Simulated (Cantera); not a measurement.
Cantera run:

```python
import numpy as np
import cantera as ct

gas_names = """
    B BCL BCL2 BCL3 BH BH2 BH3 BN B2 CL CL2 H HCL H2 N NH NH2 NH3 N2 N2H2 N2H4
""".split()
cond_names = """
    B(b) B(L) BN(s) NH4CL(a) NH4CL(b)
""".split()


# ... load() reads the species with a 1 bar reference pressure and builds the phases ...
atoms = {
    'BN': {'B': 1, 'N': 1},
    'HCl': {'H': 1, 'CL': 1},
    'Cl2': {'CL': 2},
}
top_T = {'BN(s)': 3200}  # K; cautious upper limits of use, not melting points


# ... equilibrate(T, P, feed) seeds the gas with the atoms and calls Mixture.equilibrate('TP', solver="vcs", rtol=1e-11, max_steps=5000) ...
results = []
T = 2123  # K
P = 3200  # Pa
for m in [6, 10, 15, 19, 23, 28, 32, 36]:
    feed = {'BN': 1, 'HCl': 2.6, 'Cl2': m}  # mol
    mix = equilibrate(T, P, feed)
    results.append((T, P, feed, dict(zip(mix.species_names, mix.species_moles))))

top = {s: max(r[3][s] / sum(r[3][g] for g in gas_names) for r in results) for s in gas_names}
cols = sorted((s for s in top if top[s] > 0.0001), key=lambda s: -top[s])[:8]
seen = [c for c in cond_names if any(r[3].get(c, 0) > 1e-12 for r in results)]
print("log10 of partial pressures in bar; condensed amounts in mol")
print(f"{'n(Cl2)':>10s}" + "".join(f"{s[:9]:>10s}" for s in cols + seen))
for T, P, feed, n in results:
    ng = sum(n[g] for g in gas_names)
    print(f"{feed['Cl2']:10.4g}" + "".join(f"{np.log10(max(n[s] / ng * P / 1e5, 1e-99)):10.3f}" for s in cols)
          + "".join(f"{n.get(c, 0):10.4g}" for c in seen))
```

It prints:

```
log10 of partial pressures in bar; condensed amounts in mol
    n(Cl2)        CL       HCL      BCL3        N2       CL2      BCL2       BCL
         6    -1.666    -2.194    -2.626    -2.910    -3.454    -4.064    -5.080
        10    -1.598    -2.399    -2.828    -3.114    -3.318    -4.334    -5.418
        15    -1.566    -2.566    -2.994    -3.282    -3.253    -4.532    -5.649
        19    -1.553    -2.665    -3.092    -3.380    -3.227    -4.643    -5.773
        23    -1.544    -2.745    -3.173    -3.461    -3.210    -4.732    -5.871
        28    -1.537    -2.828    -3.256    -3.544    -3.196    -4.822    -5.968
        32    -1.533    -2.885    -3.312    -3.601    -3.187    -4.883    -6.033
        36    -1.530    -2.935    -3.362    -3.651    -3.181    -4.936    -6.089
```

Equilibrium computed with Cantera from the NASA thermochemical tables; the gas is ideal and each condensed phase is pure. The tables' values for BCl2, BCl are old estimates; treat these amounts as uncertain.
